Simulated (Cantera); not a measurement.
A perfectly stirred reactor is fed with CH₄ : O₂ : N₂ : H₂O = 1 : 3.77 : 14.2 : 5.2 (molar parts), at 1200000 Pa; it is adiabatic with a 823 K inlet, and is followed from long to short residence time, starting on the burning branch (τ in s: 0.042, 0.018, 0.0082, 0.0036, 0.0016, 0.0007, 0.00031, 0.00014, 6e-05, 2.6e-05, 1.2e-05).

Cantera simulation using GRI-Mech 3.0 (53 species, 325 reactions); the numbers are that mechanism's predictions, not measurements. The pressure lies above the range GRI-Mech 3.0 was tuned for (to about 10 atm).

x: mole fraction; the columns are a selection and need not sum to one.

```csv
τ (s),T (K),x CH₄,x O₂,x H₂O,x C₂H₆,x CO
0.042,1691,1.14e-5,0.0732,0.298,2.01e-9,9.25e-5
0.018,1690,?,0.0733,0.298,?,?
0.0082,1688,4.63e-5,0.0735,0.297,3.12e-8,0.000388
0.0036,1683,9.45e-5,0.0738,0.297,1.23e-7,0.000809
0.0016,1673,0.000205,0.0745,0.297,5.26e-7,0.00175
0.00070,1643,0.000568,0.0769,0.295,3.37e-6,0.00450
0.00031,823,0.0414,0.156,0.215,<1e-12,<1e-12
0.00014,823,0.0414,0.156,0.215,<1e-12,<1e-12
6.0e-5,823,0.0414,0.156,0.215,<1e-12,<1e-12
2.6e-5,823,0.0414,0.156,0.215,<1e-12,<1e-12
1.2e-5,823,0.0414,0.156,0.215,<1e-12,<1e-12
```

Task: Some entries are withheld; supply them.

Result: 
- 0.018, x CH₄: 2.38e-5
- 0.018, x C₂H₆: 8.53e-9
- 0.018, x CO: 0.000195
